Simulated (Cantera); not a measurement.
# Diamond growth

A diamond (100) surface in a fixed gas of H2 with x(CH4) = 0.0025, x(CH3) = 0.00011, at 1150 K, 17000 Pa; coverages are run to steady state.

Computed with Cantera and the Harris–Goodwin 1993 mechanism for the reconstructed diamond (100) surface.

```
x(H)     growth (µm/h)  θ c6HH  θ c6H*  θ c6*H   θ c6**    θ c6HM
-------  -------------  ------  ------  ------  -------  --------
0.0001           0.753   0.595  0.0250   0.354  0.00504    0.0115
0.00022           1.82   0.533  0.0286   0.406  0.00956    0.0134
0.00047           3.72   0.499  0.0306   0.434   0.0144    0.0137
0.001             6.58   0.482  0.0317   0.449   0.0185    0.0119
0.0022            10.1   0.475  0.0324   0.458   0.0213   0.00859
0.0047            13.1   0.472  0.0329   0.463   0.0229   0.00531
0.01              15.3   0.472  0.0333   0.466   0.0238   0.00292
0.022             16.6   0.472  0.0338   0.468   0.0243   0.00145
0.048             17.3   0.472  0.0349   0.467   0.0248  0.000693
```
θ: site fractions in the mechanism's names (c6HH fully hydrogenated, c6H* and c6*H radical sites, c6** diradical, c6HM methylated).
